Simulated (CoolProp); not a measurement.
1000 sccm (0 °C, 1 atm) of nitrogen bubbles through liquid dimethyl carbonate at 284 K and leaves saturated at a total pressure of 0.0839 MPa (ideal gas phase). Each further row changes one setting.

Computed with CoolProp (reference Helmholtz-energy equation of state, Zhou 2011).

```tsv
case	vapour pressure (kPa)	mole fraction of vapour	delivery (mg/min)	delivery (sccm)	change of delivery for a bath 1 K warmer (%)
as stated	3.36	0.0401	?	?	?
bath temperature 289 K	4.46	?	?	?	6.0
total pressure 0.168 MPa	3.36	?	?	20.4	6.0
```

Fill in the missing entries.


- as stated, delivery (mg/min): 168
- as stated, delivery (sccm): 41.8
- as stated, change of delivery for a bath 1 K warmer (%): 6.2
- bath temperature 289 K, mole fraction of vapour: 0.0532
- bath temperature 289 K, delivery (mg/min): 226
- bath temperature 289 K, delivery (sccm): 56.2
- total pressure 0.168 MPa, mole fraction of vapour: 0.0200
- total pressure 0.168 MPa, delivery (mg/min): 82.1
